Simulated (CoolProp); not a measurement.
The fluid at 293.15 K and 0.244 MPa is throttled through a valve to 0.0104 MPa with no heat exchange. The same conditions are run with several fluids, on thermodynamics alone (safety and materials aside).

The numbers come from the reference Helmholtz-energy equation of state of each fluid (R142b: Lemmon 2006; fluorine: de Reuck 1990; propylene: Lemmon 2013; normal hydrogen: Leachman 2009; R22: Kamei 1995) in CoolProp.

Task: Rank R142b, fluorine, propylene, normal hydrogen, R22 by temperature change (K), highest first.

Result: normal hydrogen (+0.1), fluorine (-0.5), propylene (-4.3), R22 (-5.5), R142b (-7.2)

| fluid | final density (kg/m³) |
|---|---|
| R142b | 0.441 |
| fluorine | 0.162 |
| propylene | 0.183 |
| normal hydrogen | 0.00860 |
| R22 | 0.377 |
